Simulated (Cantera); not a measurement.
## Equilibrium for silicon epitaxy and polysilicon growth: SiH2Cl2 + Cl2 + N2

Input: 1 mol SiH2Cl2, 0.032 mol Cl2, 3.4 mol N2, at 1425 K and 0.0520 bar.

Method: chemical equilibrium by Gibbs-energy minimisation in Cantera with the NASA 1993 tables (ideal gas, pure condensed phases). Candidate condensed phases: NH4Cl, Si, Si3N4; 28 gas species. N2 is the only nitrogen source here; it is nearly inert below about 1500 K, so the nitride shown seldom forms there in practice. The tables' values for SiCl3 are old estimates; treat these amounts as uncertain. Kinetics and transport are ignored.

```yaml
x(N2): 0.610
x(HCl): 0.256
x(H2): 0.0819
x(SiCl4): 0.0313
x(SiCl2): 0.0112
x(SiCl3): 0.00942
x(SiHCl3): 0.000785
x(Cl): 2.19e-5
x(H): 8.56e-6
n(Si3N4(s)): 0.250 mol
gas_amount: 4.757 mol
log10 activity of Si(s) (absent): -2.33
```
